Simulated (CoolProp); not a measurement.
Computed with CoolProp (reference Helmholtz-energy equation of state, de Reuck 1993).

Q: Give the vapour pressure (kPa), enthalpy of vaporisation (kJ/kg), liquid conductivity (mW/(m K)) of saturated methanol at 395, 412, 462.9 K.

A: 
| T (K) | p (kPa) | enthalpy of vaporisation (kJ/kg) | liquid conductivity (mW/(m K)) |
|---|---|---|---|
| 395 | 675 | 960 | 181 |
| 412 | 1060 | 903 | 178 |
| 462.9 | 3310 | 675 | 169 |

Thermal conductivity comes from a separate model (Sykioti 2013).
